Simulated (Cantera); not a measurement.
A freely propagating, adiabatic, planar premixed flame of CH₄ : O₂ : N₂ = 1 : 1.33 : 3.6 (molar parts), equivalence ratio 1.5, unburnt at 450 K and 825 Torr; mixture-averaged transport, grid criteria slope 0.08 and curve 0.16, no radiation.

Model: GRI-Mech 3.0 (53 species, 325 reactions), integrated in Cantera. Burning velocities carry a grid error of a few per cent, more on coarse grids.

Task: How do the results move with these cheaper or finer settings: unity-Lewis-number transport; multicomponent transport; multicomponent+Soret transport; grid criteria slope 0.5, curve 1; grid criteria slope 0.25, curve 0.5; grid criteria slope 0.03, curve 0.06?

Result: 
```tsv
setting	laminar burning velocity	thermal thickness	peak x(C₂H)	peak x(C₂H₄)	grid points
as above	54.4 cm/s	0.456 mm	4.63e-6	0.00262	146
unity-Lewis-number transport	38.0 cm/s	0.568 mm	3.77e-6	0.00191	129
multicomponent transport	54.1 cm/s	0.466 mm	4.64e-6	0.00267	146
multicomponent+Soret transport	54.6 cm/s	0.453 mm	4.57e-6	0.00261	146
grid criteria slope 0.5, curve 1	58.9 cm/s	0.485 mm	4.82e-6	0.00264	39
grid criteria slope 0.25, curve 0.5	56.2 cm/s	0.469 mm	4.69e-6	0.00261	56
grid criteria slope 0.03, curve 0.06	53.9 cm/s	0.451 mm	4.63e-6	0.00263	339
```
The base run took about 4 core-seconds (a rough figure).
Unity Lewis numbers drop preferential diffusion, which matters most where H2 and H carry the flame; Soret adds thermal diffusion.
